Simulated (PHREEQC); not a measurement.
KOH is added in steps, without added water, to 1 kg of water holding 0.0026 mol/kgw Cu(NO3)2 and 0.092 mol/kgw KCl, at 20 °C. Oxygen alone is held at its pressure in air (log pO2 = -0.68). The system is closed to CO2. Nothing may precipitate in this run.

Base run: PHREEQC, ion-association model, wateq4f.dat. Each further column changes one thing. The table gives Cu2(OH)2+2 (mol/kgw).

| KOH added (mol) | base | Davies equation for every ion | metal-ligand complexes left out | Debye-Hückel limiting law | all activity coefficients set to 1 |
|---|---|---|---|---|---|
| 0 | 1.91e-6 | 1.88e-6 | 2.04e-6 | 1.80e-6 | 1.93e-6 |
| 0.001395 | 0.000443 | 0.000434 | 0.000453 | 0.000436 | 0.000412 |
| 0.003255 | 0.000550 | 0.000538 | 0.000565 | 0.000540 | 0.000509 |
| 0.00465 | 0.000193 | 0.000190 | 0.000197 | 0.000191 | 0.000181 |
| 0.006045 | 1.29e-10 | 1.23e-10 | 1.29e-10 | 2.44e-10 | 2.73e-11 |
| 0.007905 | 1.24e-11 | 1.18e-11 | 1.24e-11 | 2.36e-11 | 2.58e-12 |
| 0.0093 | 5.29e-12 | 5.02e-12 | 5.29e-12 | 1.02e-11 | 1.10e-12 |

In at least one series the solution becomes supersaturated in solids that the run did not let form, among them Cu(OH)2, Atacamite, Cu2(OH)3NO3. The database's constant for dissolved Cu(OH)2 is higher than later reviews accept.
